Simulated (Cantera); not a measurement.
Feed: 1 mol Si3N4, 0.62 mol H2O, 0.9 mol H2, 16 mol HF, equilibrated at 0.133 bar.

Cantera equilibrium calculation (NASA polynomials, part measured and part estimated; ideal gas, pure solids and liquids). Candidate condensed phases: H2O, Si, SiO2, Si2N2O, Si3N4; 58 gas species. Equilibrium is a limit: real reactors are often held back by kinetics, nucleation or transport. All values below are at 1150 K.

Base state: H2 0.418, HF 0.242, SiF4 0.182, N2 0.121, H2O 0.0375 (mole fractions); condensed: gas only.

Problem. What changes in the equilibrium state with this change: pressure from 0.133 bar to 0.0190 bar?

Solution. 
```csv
species,before,after
H2,0.418,0.415
HF,0.242,0.270
SiF4,0.182,0.173
H2O,0.0375,0.0222
N2,0.121,0.120
"SiO2(β-quartz), mol",0,0.125
```
The tables hold silica as quartz up to 1696 K and as liquid above; real silica turns to tridymite and cristobalite and melts near 1996 K.
